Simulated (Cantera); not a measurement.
## Abatement and gas-phase synthesis: SO2 + H2 + N2

A closed system holds: 1 mol SO2, 0.072 mol H2, 18 mol N2, at 1800 °C and 0.00250 bar.

Cantera equilibrium calculation (NASA polynomials, part measured and part estimated; ideal gas, pure solids and liquids). Candidate condensed phases: H2O, H2SO4, S; 35 gas species. Rates play no part.

```yaml
x(N2): 0.940
x(SO2): 0.0452
x(SO): 0.00671
x(H2O): 0.00226
x(O2): 0.00144
x(H): 0.00127
x(O): 0.000871
x(NO): 0.000839
x(H2): 0.000586
gas_amount: 19.14 mol
log10 activity of S(l) (absent): -5.42
```
